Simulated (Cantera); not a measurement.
Input (Python, Cantera):

```python
import numpy as np
import cantera as ct

gas = ct.Solution("gri30.yaml", transport_model="mixture-averaged")
show = ['NH3', 'O', 'NO']

rows = []
print(f"{'T/K':>7s}{'rho':>11s}{'cp':>10s}{'mu':>11s}{'lambda':>11s}{'Pr':>7s}" + "".join(f"{'D_' + s:>11s}" for s in show))
for T in [400, 550, 700, 850, 1000, 1150]:
    gas.TPX = T, 100, {'CO': 0.54}
    Pr = gas.cp_mass * gas.viscosity / gas.thermal_conductivity
    D = [gas.mix_diff_coeffs_mole[gas.species_index(s)] for s in show]
    rows.append([gas.density, gas.cp_mass, gas.viscosity, gas.thermal_conductivity, Pr, *D])
    print(f"{T:7g}{gas.density:11.4e}{gas.cp_mass:10.1f}{gas.viscosity:11.4e}"
          f"{gas.thermal_conductivity:11.4e}{Pr:7.3f}" + "".join(f"{d:11.4e}" for d in D))
print("SI units: kg/m3, J/kg/K, Pa s, W/m/K, m2/s")
```

It prints:

```
    T/K        rho        cp         mu     lambda     Pr      D_NH3        D_O       D_NO
    400 8.4221e-04    1048.7 2.1957e-05 3.1736e-02  0.726 3.8315e-02 5.3549e-02 3.4030e-02
    550 6.1251e-04    1074.4 2.7416e-05 4.1080e-02  0.717 6.8836e-02 9.2060e-02 5.8667e-02
    700 4.8126e-04    1111.5 3.2254e-05 5.0222e-02  0.714 1.0591e-01 1.3813e-01 8.8148e-02
    850 3.9633e-04    1151.8 3.6678e-05 5.9050e-02  0.715 1.4887e-01 1.9111e-01 1.2206e-01
   1000 3.3688e-04    1184.0 4.0802e-05 6.7539e-02  0.715 1.9720e-01 2.5055e-01 1.6010e-01
   1150 2.9294e-04    1211.2 4.4693e-05 7.5693e-02  0.715 2.5057e-01 3.1610e-01 2.0205e-01
SI units: kg/m3, J/kg/K, Pa s, W/m/K, m2/s
```

Model: GRI-Mech 3.0 (53 species, 325 reactions), integrated in Cantera.
